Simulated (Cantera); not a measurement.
Cantera run:

```python
import numpy as np
import cantera as ct

gas_names = """
    AL ALH ALN ALO ALOH ALO2 ALO2H AL2 AL2O AL2O2 H HALO HNO HNO2 HNO3 HO2 H2 H2O H2O2 N NH NH2 NH3
    NH2OH NO NO2 NO3 N2 N2H2 N2H4 N2O O OH O2 O3
""".split()
cond_names = """
    AL(cr) AL(L) ALN(s) AL2O3(a) AL2O3(L) H2O(s) H2O(L)
""".split()


def load(file, names, dense=False):
    # The tables refer to 1 bar. Condensed volumes are neglected.
    table = {s.name: s for s in ct.Species.list_from_file(file)}
    out = []
    for n in names:
        d = dict(table[n].input_data)
        d["thermo"] = dict(d["thermo"], **{"reference-pressure": 1e5})
        if dense:
            d["equation-of-state"] = {"model": "constant-volume", "density": "1e6 g/cm^3"}
        out.append(ct.Species.from_dict(d))
    return out


gas = ct.Solution(thermo="ideal-gas", species=load("nasa_gas.yaml", gas_names))
cond = {s.name: ct.Solution(thermo="fixed-stoichiometry", species=[s], name=s.name)
        for s in load("nasa_condensed.yaml", cond_names, dense=True)}
atoms = {
    'Al': {'AL': 1},
    'O2': {'O': 2},
    'H2': {'H': 2},
    'N2': {'N': 2},
}
top_T = {'ALN(s)': 2750}  # K; cautious upper limits of use, not melting points


def equilibrate(T, P, feed):
    n = {}
    for name, mol in feed.items():
        for a, k in atoms[name].items():
            n[a] = n.get(a, 0.0) + k * mol
    gas.TPX = T, P, n
    mass = sum(n.values()) * gas.mean_molecular_weight
    gas.equilibrate("TP")
    valid = [c for c in cond.values() if c.min_temp <= T <= top_T.get(c.name, c.max_temp)]
    mix = ct.Mixture([(gas, mass / gas.mean_molecular_weight)] + [(c, 0.0) for c in valid])
    mix.T, mix.P = T, P
    mix.equilibrate("TP", solver="vcs", rtol=1e-11, max_steps=5000)
    return mix


results = []
feed = {'Al': 1, 'O2': 0.5, 'H2': 9.3, 'N2': 2.5}  # mol
P = 13332.2  # Pa
for T in [773, 873, 973, 1073, 1173, 1273, 1373, 1473, 1573, 1673, 1773, 1873, 1973, 2073]:
    mix = equilibrate(T, P, feed)
    results.append((T, P, feed, dict(zip(mix.species_names, mix.species_moles))))

top = {s: max(r[3][s] / sum(r[3][g] for g in gas_names) for r in results) for s in gas_names}
cols = sorted((s for s in top if top[s] > 0.0001), key=lambda s: -top[s])[:8]
seen = [c for c in cond_names if any(r[3].get(c, 0) > 1e-12 for r in results)]
print("log10 of partial pressures in bar; condensed amounts in mol")
print(f"{'T/K':>10s}" + "".join(f"{s[:9]:>10s}" for s in cols + seen))
for T, P, feed, n in results:
    ng = sum(n[g] for g in gas_names)
    print(f"{T:10.4g}" + "".join(f"{np.log10(max(n[s] / ng * P / 1e5, 1e-99)):10.3f}" for s in cols)
          + "".join(f"{n.get(c, 0):10.4g}" for c in seen))
```

It prints:

```
log10 of partial pressures in bar; condensed amounts in mol
       T/K        H2        N2         H        AL      AL2O       ALH       NH3    ALN(s)  AL2O3(a)
       773    -0.972    -1.573   -12.528   -30.456   -38.096   -28.481    -4.647    0.3333    0.3333
       873    -0.972    -1.573   -10.816   -25.464   -31.669   -24.050    -5.064    0.3333    0.3333
       973    -0.972    -1.573    -9.452   -21.505   -26.577   -20.537    -5.400    0.3333    0.3333
      1073    -0.972    -1.573    -8.340   -18.289   -22.446   -17.685    -5.676    0.3333    0.3333
      1173    -0.972    -1.573    -7.415   -15.627   -19.030   -15.324    -5.908    0.3333    0.3333
      1273    -0.972    -1.573    -6.633   -13.387   -16.159   -13.339    -6.103    0.3333    0.3333
      1373    -0.972    -1.573    -5.964   -11.477   -13.714   -11.647    -6.271    0.3334    0.3333
      1473    -0.972    -1.573    -5.384    -9.829   -11.607   -10.187    -6.417    0.3334    0.3333
      1573    -0.972    -1.573    -4.877    -8.394    -9.775    -8.916    -6.544    0.3334    0.3333
      1673    -0.972    -1.573    -4.430    -7.132    -8.167    -7.800    -6.656    0.3334    0.3333
      1773    -0.973    -1.573    -4.032    -6.015    -6.745    -6.811    -6.756    0.3334    0.3333
      1873    -0.973    -1.573    -3.677    -5.020    -5.479    -5.931    -6.845    0.3322    0.3331
      1973    -0.975    -1.573    -3.357    -4.127    -4.346    -5.142    -6.926    0.3211    0.3318
      2073    -0.981    -1.570    -3.070    -3.323    -3.327    -4.434    -7.004    0.2325     0.319
```

Cantera equilibrium calculation (NASA polynomials, part measured and part estimated; ideal gas, pure solids and liquids). Mutual solubility and eutectic melting of coexisting phases are not modelled. The tables' values for AlOH are old estimates; treat these amounts as uncertain. Condensed phases not in the tables: aluminium oxynitride.
